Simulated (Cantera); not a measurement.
Cantera run:

```python
import numpy as np
import cantera as ct

gas_names = """
    O2 H2O
""".split()
cond_names = """
    Ba(L) BaO(s) BaO2H2(L)
""".split()


def load(file, names, dense=False):
    # The tables refer to 1 bar. Condensed volumes are neglected.
    table = {s.name: s for s in ct.Species.list_from_file(file)}
    out = []
    for n in names:
        d = dict(table[n].input_data)
        d["thermo"] = dict(d["thermo"], **{"reference-pressure": 1e5})
        if dense:
            d["equation-of-state"] = {"model": "constant-volume", "density": "1e6 g/cm^3"}
        out.append(ct.Species.from_dict(d))
    return out


species = {s.name: s for s in load("nasa_gas.yaml", gas_names) + load("nasa_condensed.yaml", cond_names)}
T = 1300
g = {n: (s.thermo.h(T) - T * s.thermo.s(T)) / (ct.gas_constant * T * np.log(10)) for n, s in species.items()}
valid = cond_names  # the entries whose range holds T


def stable(la, lb):
    # potentials (over RT ln 10) of the two non-metals from log10 p(O2) and log10 p(H2O) in bar
    mu = {}
    mu["O"] = (g["O2"] + la) / 2
    mu["H"] = (g["H2O"] + lb - 1 * mu["O"]) / 2
    cost = {}
    for n in valid:
        c = species[n].composition
        cost[n] = (g[n] - sum(c.get(e, 0) * m for e, m in mu.items())) / c["Ba"]
    return min(cost, key=cost.get)


results = []
for lb in [1, -0.7, -2.3, -4, -5.7, -7.3, -9, -10.7, -12.3, -14, -15.7, -17.3, -19]:
    row = [stable(la, lb) for la in [-20, -19.1, -18.2, -17.3, -16.3, -15.4, -14.5, -13.6, -12.7, -11.8, -10.9, -10, -9, -8.1, -7.2, -6.3, -5.4, -4.5, -3.6, -2.7, -1.7, -0.8, 0.1, 1]]
    results.append(row)
    print(f"{lb:6.1f}  " + " ".join(f"{valid.index(n):x}" for n in row))
print("key: " + ", ".join(f"{i:x} {n}" for i, n in enumerate(valid)))
```

It prints:

```
   1.0  2 2 2 2 2 2 2 2 2 2 2 2 2 2 2 2 2 2 2 2 2 2 2 2
  -0.7  1 1 1 1 1 1 1 1 1 1 1 1 1 1 1 1 1 1 1 1 1 1 1 1
  -2.3  1 1 1 1 1 1 1 1 1 1 1 1 1 1 1 1 1 1 1 1 1 1 1 1
  -4.0  1 1 1 1 1 1 1 1 1 1 1 1 1 1 1 1 1 1 1 1 1 1 1 1
  -5.7  1 1 1 1 1 1 1 1 1 1 1 1 1 1 1 1 1 1 1 1 1 1 1 1
  -7.3  1 1 1 1 1 1 1 1 1 1 1 1 1 1 1 1 1 1 1 1 1 1 1 1
  -9.0  1 1 1 1 1 1 1 1 1 1 1 1 1 1 1 1 1 1 1 1 1 1 1 1
 -10.7  1 1 1 1 1 1 1 1 1 1 1 1 1 1 1 1 1 1 1 1 1 1 1 1
 -12.3  1 1 1 1 1 1 1 1 1 1 1 1 1 1 1 1 1 1 1 1 1 1 1 1
 -14.0  1 1 1 1 1 1 1 1 1 1 1 1 1 1 1 1 1 1 1 1 1 1 1 1
 -15.7  1 1 1 1 1 1 1 1 1 1 1 1 1 1 1 1 1 1 1 1 1 1 1 1
 -17.3  1 1 1 1 1 1 1 1 1 1 1 1 1 1 1 1 1 1 1 1 1 1 1 1
 -19.0  1 1 1 1 1 1 1 1 1 1 1 1 1 1 1 1 1 1 1 1 1 1 1 1
key: 0 Ba(L), 1 BaO(s), 2 BaO2H2(L)
```

Standard-state values (1 bar) from the NASA 1993 polynomials, evaluated with Cantera. Not in the tables: the peroxide. Part of the grid cannot be reached: there another gas would pass 10 bar, or a non-metal would condense.
